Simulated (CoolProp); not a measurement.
CH3F (R41) along the isobar 81.4 bar: density (kg/m³) from the reference equation and from simpler models built on Tc = 44.1 °C, pc = 59.06 bar, ω = 0.200; each cubic takes its own stable root.

Values from CoolProp's reference Helmholtz-energy equation of state, Lemmon 2006. It is a short technical equation, of lower accuracy than the large ones.

```json
[
 {"T (°C)": "-134.45", "phase": "liquid", "reference": "995.8"},
 {"T (°C)": "-105.75", "phase": "liquid", "reference": "943.8"},
 {"T (°C)": "-77.15", "phase": "liquid", "reference": "889.3"},
 {"T (°C)": "-48.55", "phase": "liquid", "reference": "830.1"},
 {"T (°C)": "-19.95", "phase": "liquid", "reference": "763.0"},
 {"T (°C)": "8.75", "phase": "liquid", "reference": "681.4"},
 {"T (°C)": "37.35", "phase": "liquid", "reference": "565.5"},
 {"T (°C)": "65.95", "phase": "supercritical", "reference": "243.1"},
 {"T (°C)": "94.55", "phase": "supercritical", "reference": "142.9"},
 {"T (°C)": "123.25", "phase": "supercritical", "reference": "113.7"},
 {"T (°C)": "151.85", "phase": "supercritical", "reference": "97.36"}
]
```

Task: How far does each simpler model (van der Waals, Redlich-Kwong, Soave-Redlich-Kwong, Peng-Robinson) lie from the reference over these 11 states: mean and median of the absolute difference, and the worst?

Result: 
- van der Waals: mean 29.5 %, median 43.7 %, worst -47.4 % at -134.45 °C and 81.4 bar
- Redlich-Kwong: mean 15.7 %, median 22.0 %, worst -26.7 % at 37.35 °C and 81.4 bar
- Soave-Redlich-Kwong: mean 17.0 %, median 20.5 %, worst -25.9 % at 37.35 °C and 81.4 bar
- Peng-Robinson: mean 9.2 %, median 10.4 %, worst -17.3 % at 37.35 °C and 81.4 bar
